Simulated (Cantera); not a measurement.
**Ignition delay**

Mixture: 7.56 % CO, 5.52 % H₂, 1.06 % CH₄, 18.1 % O₂, 67.8 % N₂, at 0.987 atm, adiabatic and at constant pressure. Ignition delay is the time to a rise of 400 K.

Cantera simulation using GRI-Mech 3.0 (53 species, 325 reactions); the numbers are that mechanism's predictions, not measurements. Where the delays flatten at high temperature, the 400 K rule measures the pace of heat release, not the induction time.

```
T0 (K)  delay (ms)
------  ----------
1200         0.107
1275        0.0781
1350        0.0630
1425        0.0546
1500        0.0502
1575        0.0483
1650        0.0485
1725        0.0503
1800        0.0537
1875        0.0583
```
